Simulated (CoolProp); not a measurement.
A Linde-Hampson liquefier for CF4 (R14): isothermal reversible compression at 250 K from 1 atm to 5 MPa, throttling to 1 atm, return gas leaving the recuperator 10 K below the feed. Each further row changes one setting.

Computed with CoolProp (reference Helmholtz-energy equation of state, Platzer 1990). This equation is an older, rougher fit; its heat capacities, sound speeds and derivatives of the liquid may be far off and weren't checked against measurements.

```tsv
case	liquid yield per pass	compression work (kJ/kg of gas)
as stated	0.173	83.4
high pressure 10 MPa	0.376	90.8
warm-end temperature 280 K	0.086	97.0
warm-end gap 15 K	0.159	83.4
```
